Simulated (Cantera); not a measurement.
An isothermal, constant-pressure homogeneous reactor starts with NH3 : N2 = 1 : 19 (molar parts), at 1225 K and 0.133 bar. Integrator tolerance rtol = 1e-08.

Computed with Cantera and the gas-phase N/H chemistry of the illustrative SiF4/NH3 mechanism in the Surface Chemkin manual (1991). Walls and surfaces, which speed up NH3 decomposition in real reactors, are not modelled.

Question: What does this change do: temperature 1225 to 1825 K?

Answer: 
```tsv
quantity	before	after
x(NH3) at 3.00 s	0.0500 (gas-phase equilibrium 4.10e-7)	0.00619 (gas-phase equilibrium 6.72e-8)
x(N2H2) at 3.00 s	6.77e-10 (gas-phase equilibrium <1e-12)	1.43e-8 (gas-phase equilibrium <1e-12)
x(N) at 3.00 s	<1e-12 (gas-phase equilibrium <1e-12)	2.77e-7 (gas-phase equilibrium 1.49e-10)
x(N2H4) at 3.00 s	3.27e-10 (gas-phase equilibrium <1e-12)	1.34e-10 (gas-phase equilibrium <1e-12)
x(H) at 3.00 s	2.12e-11 (gas-phase equilibrium 2.30e-7)	7.98e-5 (gas-phase equilibrium 0.000324)
x(N2) at 3.00 s	0.950 (gas-phase equilibrium 0.929)	0.931 (gas-phase equilibrium 0.928)
```
